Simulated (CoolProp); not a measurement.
Vapour-liquid equilibrium of R125 (1) + R115 (2) at 282.7 K; x and y are mole fractions of (1).

Values from CoolProp's multi-fluid Helmholtz-energy mixture model, Lemmon 2005 and Lemmon 2016; pair parameters Bell 2016.

```json
[
 {"x": "0.05", "bubble pressure, mixture model (MPa)": "0.6294", "bubble pressure, Raoult's law (MPa)": "0.6046", "y, mixture model": "0.099", "y, Raoult's law": "0.074"},
 {"x": "0.15", "bubble pressure, mixture model (MPa)": "0.6978", "bubble pressure, Raoult's law (MPa)": "0.6354", "y, mixture model": "0.252", "y, Raoult's law": "0.212"},
 {"x": "0.25", "bubble pressure, mixture model (MPa)": "0.7529", "bubble pressure, Raoult's law (MPa)": "0.6661", "y, mixture model": "0.367", "y, Raoult's law": "0.337"},
 {"x": "0.35", "bubble pressure, mixture model (MPa)": "0.7973", "bubble pressure, Raoult's law (MPa)": "0.6969", "y, mixture model": "0.462", "y, Raoult's law": "0.450"},
 {"x": "0.45", "bubble pressure, mixture model (MPa)": "0.8331", "bubble pressure, Raoult's law (MPa)": "0.7277", "y, mixture model": "0.544", "y, Raoult's law": "0.555"},
 {"x": "0.55", "bubble pressure, mixture model (MPa)": "0.8613", "bubble pressure, Raoult's law (MPa)": "0.7584", "y, mixture model": "0.621", "y, Raoult's law": "0.650"},
 {"x": "0.65", "bubble pressure, mixture model (MPa)": "0.8827", "bubble pressure, Raoult's law (MPa)": "0.7892", "y, mixture model": "0.695", "y, Raoult's law": "0.739"},
 {"x": "0.75", "bubble pressure, mixture model (MPa)": "0.8972", "bubble pressure, Raoult's law (MPa)": "0.8199", "y, mixture model": "0.771", "y, Raoult's law": "0.820"},
 {"x": "0.85", "bubble pressure, mixture model (MPa)": "0.9042", "bubble pressure, Raoult's law (MPa)": "0.8507", "y, mixture model": "0.853", "y, Raoult's law": "0.896"},
 {"x": "0.95", "bubble pressure, mixture model (MPa)": "0.9021", "bubble pressure, Raoult's law (MPa)": "0.8815", "y, mixture model": "0.947", "y, Raoult's law": "0.967"}
]
```

The largest gap from Raoult's law is +14.5 % in bubble pressure, at x = 0.45. y crosses x between x = 0.85 and 0.95: the model has an azeotrope there.

The pair parameters rest on a limited set of measurements; away from them the model extrapolates.
